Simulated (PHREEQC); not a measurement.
## Arsenic or selenium liquor (model solution)

Make-up at 20 °C: 0.00085 mol Na2SeO4, 0.0072 mol NaOH and 0.00015 mol FeCl3 per kg of water. Closed to the air; pH follows from the charge balance.

All values are PHREEQC results (ion-association model, wateq4f.dat), not measurements.

Precipitation was switched off in this run.

Question: Estimate the pH.

Answer: pH 11.94.

Examples of supersaturated solids here: Fe(OH)3(a), Hematite (slow to form). Others may be too. Complexes and solids missing from the database can't appear.
